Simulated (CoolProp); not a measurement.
Aqueous potassium formate as a coolant, 24 % by mass, freezing at -15.0 °C, 1 atm.

The numbers come from the Melinder's fits for secondary coolants in CoolProp.

| T (°C) | density (kg/m³) | cp (kJ/(kg K)) | conductivity (W/(m K)) | viscosity (mPa s) |
|---|---|---|---|---|
| -13.8 | 1158 | 3.276 | 0.510 | 3.75 |
| -7.7 | 1157 | 3.285 | 0.517 | 3.04 |
| -1.6 | 1156 | 3.294 | 0.525 | 2.52 |
| 4.4 | 1154 | 3.303 | 0.533 | 2.13 |
| 10.5 | 1152 | 3.313 | 0.541 | 1.82 |
| 16.6 | 1150 | 3.322 | 0.548 | 1.58 |
| 22.6 | 1148 | 3.331 | 0.556 | 1.39 |
| 28.7 | 1145 | 3.340 | 0.564 | 1.24 |
| 34.8 | 1143 | 3.349 | 0.571 | 1.11 |
